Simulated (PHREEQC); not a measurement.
0.018 g of hydrous ferric oxide (600 m²/g; 0.2 weak and 0.005 strong sites per Fe, Dzombak-Morel constants, diffuse double layer) in 1 kg of water with 0.05 mol/kgw of an inert sodium salt and 4.2e-07 mol/kgw Na2SeO4, at 25 °C; the pH is set by adding NaOH or the inert anion's acid. Oxygen is held at 0.21 atm. The system is closed to CO2. Precipitation was switched off in this run.

The series has 13 steps of pH, from 4 to 12.

All values are PHREEQC results (ion-association model, wateq4f.dat), not measurements.

**Question.** Near which pH is half of the Se sorbed, and on which side is more sorbed?

**Answer.** Near pH 5.4, with more sorbed at lower pH.
